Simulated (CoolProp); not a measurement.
Saturation properties of n-butane (Tc = 425.1 K, pc = 37.96 bar, ω = 0.201).

Model: reference Helmholtz-energy equation of state, Bücker 2006, in CoolProp.

| T (K) | p (bar) | liquid density (kg/m³) | surface tension (mN/m) | vapour viscosity (µPa s) | liquid conductivity (mW/(m K)) |
|---|---|---|---|---|---|
| 218.6 | 0.07148 | 656.1 | 21.5 | 5.44 | 141 |
| 226.5 | 0.1155 | 648.4 | 20.5 | 5.64 | 137 |
| 234.5 | 0.1806 | 640.5 | 19.5 | 5.83 | 133 |
| 242.4 | 0.2718 | 632.6 | 18.5 | 6.02 | 129 |
| 250.3 | 0.3970 | 624.6 | 17.5 | 6.22 | 126 |
| 258.2 | 0.5647 | 616.5 | 16.6 | 6.41 | 122 |
| 266.1 | 0.7842 | 608.2 | 15.6 | 6.60 | 118 |
| 274.1 | 1.070 | 599.7 | 14.7 | 6.79 | 115 |
| 282 | 1.426 | 591.1 | 13.8 | 6.98 | 112 |
| 289.9 | 1.867 | 582.3 | 12.9 | 7.18 | 108 |
| 297.8 | 2.407 | 573.2 | 12.0 | 7.38 | 105 |
| 305.8 | 3.066 | 563.8 | 11.1 | 7.59 | 102 |

It boils at 272.7 K under 1 atm.

Viscosity comes from a separate model (Vogel 1999). Thermal conductivity comes from a separate model (Perkins 2002). Surface tension comes from a separate correlation (Mulero 2012).
